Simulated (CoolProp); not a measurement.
Vapour pressure (bar) of p-xylene: the reference equation beside estimates from Tc = 616.2 K, pc = 35.32 bar, ω = 0.324. Clausius-Clapeyron is anchored at 415.9 K with a constant enthalpy of vaporisation of 35.42 kJ/mol.

Values from CoolProp's reference Helmholtz-energy equation of state, Zhou 2012.

```tsv
T (K)	reference	Lee-Kesler	Clausius-Clapeyron	Soave-Redlich-Kwong	Peng-Robinson
411.1	1.003	0.9926	1.011	0.9933	0.9980
413.5	1.069	1.060	1.073	1.060	1.064
415.9	1.139	1.130	1.139	1.130	1.134
418.3	1.212	1.204	1.208	1.204	1.207
420.7	1.289	1.282	1.280	1.282	1.283
423.1	1.369	1.364	1.356	1.363	1.364
425.5	1.453	1.450	1.435	1.449	1.448
427.9	1.542	1.539	1.518	1.538	1.537
430.3	1.634	1.634	1.605	1.632	1.629
432.7	1.731	1.732	1.695	1.731	1.726
435.1	1.832	1.835	1.790	1.834	1.828
437.4	1.933	1.938	1.884	1.937	1.929
439.8	2.043	2.051	1.987	2.049	2.040
442.2	2.158	2.168	2.094	2.166	2.155
```

Absolute difference from the reference over all 14 rows, mean and median: Lee-Kesler 0.4 and 0.4 %, Clausius-Clapeyron 1.5 and 1.4 %, Soave-Redlich-Kwong 0.4 and 0.3 %, Peng-Robinson 0.3 and 0.3 %.
